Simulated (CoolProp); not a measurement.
Values from CoolProp's reference Helmholtz-energy equation of state, Akasaka 2023.

Question: For R1224YDZ, give the phase and the Z, cp (kJ/(kg K)), speed of sound (m/s), isothermal compressibility (1/MPa) at 436.4 K and 387 kPa.

Answer: 
- 436.4 K and 387 kPa: gas; Z 0.961, cp 0.989, speed of sound 156, isothermal compressibility 2.69
